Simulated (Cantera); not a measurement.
# Carbothermic reduction: PbO + C + H₂

Feed: 1 mol PbO, 0.4 mol C, 2.8 mol H₂.

Equilibrium computed with Cantera from the NASA thermochemical tables; the gas is ideal and each condensed phase is pure. Candidate condensed phases: C, C₆H₆, C₇H₈, C₈H₁₈, H₂O, Pb, PbO, PbO₂, Pb₃O₄; 113 gas species. Rates play no part.

Stable condensed phases:

```
T in °C \ P in Pa
              10      68     460    3200   22000  150000 1000000
   1525        A       A       A       A       A       B       B
   1475        A       A       A       A       A       B       B
   1425        A       A       A       A       A       B       B
   1375        A       A       A       A       A       B       B
   1325        A       A       A       A       A       B       B
   1275        A       A       A       A       B       B       B
   1225        A       A       A       A       B       B       B
   1175        A       A       A       A       B       B       B
   1125        A       A       A       A       B       B       B
   1075        A       A       A       B       B       B       B
   1025        A       A       A       B       B       B       B
    975        A       A       A       B       B       B       B
    925        A       A       B       B       B       B       B
    875        A       A       B       B       B       B       B
```

A: gas only; B: Pb.
